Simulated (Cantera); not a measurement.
## Low-pressure radical oxidation in H2/O2

An isothermal, constant-pressure homogeneous reactor starts with 12.0 % H2, 75.2 % O2, 12.8 % N2, equivalence ratio 0.080, at 1000 K and 0.00553 atm.

Cantera simulation using the H2/O2 subset of GRI-Mech 3.0, which has no nitrogen chemistry; the numbers are that mechanism's predictions, not measurements. Radical loss at walls, strong at low pressure, is not modelled. The temperature is held fixed by assumption; the heat of reaction is taken as removed at once.

| t (s) | x H2 | x O2 | x H2O | x H | x H2O2 | x HO2 | x O |
|---|---|---|---|---|---|---|---|
| 0.000200 | 0.120 | 0.752 | 8.17e-12 | 6.69e-11 | <1e-12 | 7.38e-11 | 1.49e-11 |
| 0.000419 | 0.120 | 0.752 | 5.62e-11 | 1.51e-10 | <1e-12 | 1.55e-10 | 5.96e-11 |
| 0.000878 | 0.120 | 0.752 | 4.02e-10 | 4.57e-10 | <1e-12 | 3.26e-10 | 2.66e-10 |
| 0.00184 | 0.120 | 0.752 | 4.39e-9 | 3.00e-9 | <1e-12 | 7.01e-10 | 2.05e-9 |
| 0.00385 | 0.120 | 0.752 | 2.04e-7 | 1.20e-7 | 1.70e-12 | 2.43e-9 | 8.43e-8 |
| 0.00808 | 0.120 | 0.752 | 0.000443 | 0.000259 | 6.23e-10 | 1.36e-6 | 0.000181 |
| 0.0169 | 0.00605 | 0.693 | 0.0917 | 0.0434 | 7.22e-8 | 4.11e-6 | 0.0336 |
| 0.0355 | 0.00310 | 0.704 | 0.107 | 0.0251 | 6.45e-8 | 4.25e-6 | 0.0270 |
| 0.0743 | 0.00161 | 0.721 | 0.119 | 0.00867 | 8.20e-8 | 4.18e-6 | 0.0134 |
| 0.156 | 0.000485 | 0.732 | 0.126 | 0.00134 | 9.49e-8 | 3.33e-6 | 0.00398 |
| 0.326 | 9.88e-5 | 0.735 | 0.128 | 0.000119 | 8.58e-8 | 1.86e-6 | 0.000808 |
| 0.683 | 1.89e-5 | 0.736 | 0.128 | 1.03e-5 | 5.80e-8 | 7.32e-7 | 0.000158 |
| 1.43 | 4.18e-6 | 0.736 | 0.128 | 1.13e-6 | 3.30e-8 | 2.43e-7 | 3.64e-5 |
| 3.00 | 1.11e-6 | 0.736 | 0.128 | 1.68e-7 | 1.79e-8 | 8.15e-8 | 1.02e-5 |
x: mole fraction; the columns are a selection and need not sum to one.

Equilibrium at this temperature and pressure: H2 1.75e-10, O2 0.736, H2O 0.128, H <1e-12, H2O2 2.31e-11, HO2 7.38e-10, O 1.81e-9 (gas phase only).
